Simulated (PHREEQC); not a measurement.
Silver or lead bath: speciation

Solution (20 °C): 12 mmol/kgw AgF and 0.079 mmol/kgw NaCl. Closed to the air; pH follows from the charge balance.

The numbers come from PHREEQC with the ion-association model, wateq4f.dat.

Each row changes one thing in this solution. Precipitation was switched off in this run.

```
case                              pH  ionic strength (mol/kgw)  AgF (mol/kgw)  HF (mol/kgw)  AgOH (mol/kgw)  HF2- (mol/kgw)  SI of Ag2O (Ag2O)
------------------------------  ----  ------------------------  -------------  ------------  --------------  --------------  -----------------
as made                         7.47                    0.0117       0.000271       4.80e-7         3.11e-7         2.08e-8              -1.72
AgF from 0.012 to 0.12 mol/kgw   [?]                     0.104         0.0157       2.58e-6         3.26e-6         1.02e-6              +0.34
NaCl left out                   7.47                    0.0117       0.000273       4.81e-7         3.12e-7         2.08e-8              -1.72
diluted 5-fold with water        [?]                   0.00239        1.26e-5       1.47e-7         4.74e-8         1.29e-9                [?]
```

### Question
What belongs in the gaps?

### Answer

- AgF from 0.012 to 0.12 mol/kgw, pH: 7.61
- diluted 5-fold with water, pH: 7.32
- diluted 5-fold with water, SI of Ag2O (Ag2O): -3.36

Species that the database lacks are ignored. Some of these states are supersaturated (in Cerargyrite, Ag2O, for instance).
